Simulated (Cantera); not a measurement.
What does this Cantera script print?

```python
import numpy as np
import cantera as ct

gas = ct.Solution("h2o2.yaml")


def delay(T, t_max=10):
    gas.TPX = T, 240000, {'H2': 1, 'O2': 0.312, 'N2': 2.09}
    reactor = ct.IdealGasConstPressureReactor(gas, clone=False)
    net = ct.ReactorNet([reactor])
    net.rtol, net.atol = 1e-8, 1e-16
    while net.time < t_max:
        t_old, T_old = net.time, reactor.T
        net.step()
        if reactor.T > T + 400:  # ignition: a rise of 400 K
            return t_old + (T + 400 - T_old) / (reactor.T - T_old) * (net.time - t_old)
    return np.nan


taus = []
for T in [1050, 1125, 1200, 1275, 1350, 1425, 1500, 1575]:
    taus.append(delay(T))
    print(f"T0 = {T:6g} K   tau = {taus[-1]:.4e} s")
```

It prints:

```
T0 =   1050 K   tau = 4.7726e-04 s
T0 =   1125 K   tau = 6.3744e-05 s
T0 =   1200 K   tau = 3.2734e-05 s
T0 =   1275 K   tau = 2.1159e-05 s
T0 =   1350 K   tau = 1.5302e-05 s
T0 =   1425 K   tau = 1.1960e-05 s
T0 =   1500 K   tau = 9.9533e-06 s
T0 =   1575 K   tau = 8.7395e-06 s
```

Model: the H2/O2 subset of GRI-Mech 3.0, which has no nitrogen chemistry, integrated in Cantera. The hydrogen kinetics of GRI-Mech 3.0 are dated; newer H2 mechanisms differ, most at raised pressure. Where the delays flatten at high temperature, the 400 K rule measures the pace of heat release, not the induction time.
